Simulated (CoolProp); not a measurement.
R22 along the isotherm 500 K: fugacity coefficient from the reference equation and from simpler models built on Tc = 369.3 K, pc = 49.90 bar, ω = 0.221; each cubic takes its own stable root.

Values from CoolProp's reference Helmholtz-energy equation of state, Kamei 1995.

```
p (bar)          phase  reference  van der Waals  Redlich-Kwong  Soave-Redlich-Kwong  Peng-Robinson
-------  -------------  ---------  -------------  -------------  -------------------  -------------
6.24               gas     0.9858         0.9828         0.9831               0.9863         0.9829
12.5               gas     0.9716         0.9657         0.9664               0.9727         0.9662
18.7               gas     0.9578         0.9490         0.9501               0.9595         0.9501
25                 gas     0.9438         0.9320         0.9338               0.9464         0.9341
31.2               gas     0.9303         0.9155         0.9181               0.9337         0.9188
37.4               gas     0.9169         0.8991         0.9026               0.9213         0.9038
43.7               gas     0.9034         0.8826         0.8872               0.9089         0.8890
49.9               gas     0.8904         0.8665         0.8723               0.8971         0.8749
56.1     supercritical     0.8775         0.8506         0.8577               0.8855         0.8611
62.4     supercritical     0.8647         0.8346         0.8432               0.8739         0.8476
68.6     supercritical     0.8522         0.8190         0.8292               0.8629         0.8347
74.9     supercritical     0.8398         0.8034         0.8154               0.8520         0.8220
```
